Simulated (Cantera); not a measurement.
Input: 1 mol PbO, 1.7 mol C, 0.054 mol CO.

Equilibrium computed with Cantera from the NASA thermochemical tables; the gas is ideal and each condensed phase is pure. Candidate condensed phases: C, Pb, PbO, PbO₂, Pb₃O₄; 15 gas species. Equilibrium is a limit: real reactors are often held back by kinetics, nucleation or transport.

Stable condensed phases, one row left out:

```
T in °C \ P in Pa
              10      68     460    3200   22000  150000 1000000
   1875        A       A       A       A       A       A       B
   1775        A       A       A       A       A       A       B
   1675        A       A       A       A       A       B       B
   1575        A       A       A       A       A       B       B
   1475        A       A       A       A       A       B       B
   1275        A       A       A       A       B       B       B
   1175        A       A       A       B       B       B       B
   1075        A       A       A       B       B       B       B
    975        A       A       B       B       B       B       B
    875        A       B       B       B       B       B       B
    775        B       B       B       B       B       B       B
    675        B       B       B       B       B       B       B
    575        B       B       B       B       B       B       B
```

A: C; B: C + Pb.

Give the row for 1375 °C.

10: C; 68: C; 460: C; 3200: C; 22000: C + Pb; 150000: C + Pb; 1000000: C + Pb.
